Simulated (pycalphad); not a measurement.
## Phase fractions of Mg-9.21Al-1.542Si (wt.%)

Source of the numbers: pycalphad with the COST 507 light-alloy database (1999); pressure 1 atm. The data set is of 1999 and partly superseded. Amounts are mole fractions of atoms. Diffusion is slow at the low end, where real alloys seldom reach equilibrium.

```csv
T (K),LIQUID,MG2SI,HCP_A3,ALMG_GAMMA
930,1.000,-,-,-
850,0.650,0.023,0.327,-
770,0.079,0.040,0.881,-
690,-,0.040,0.960,-
610,-,0.040,?,?
530,-,0.040,0.844,0.115
450,-,0.040,?,?
370,-,0.041,0.774,0.186
```

**Question.** Complete the blanks.

**Answer.** 
- 610, HCP_A3: 0.917
- 610, ALMG_GAMMA: 0.043
- 450, HCP_A3: 0.799
- 450, ALMG_GAMMA: 0.160

Database names, with the compositions (at.%) that they take in these runs: MG2SI: Mg 67 Si 33; ALMG_GAMMA: Mg 59 Al 41. HCP_A3 is hcp.
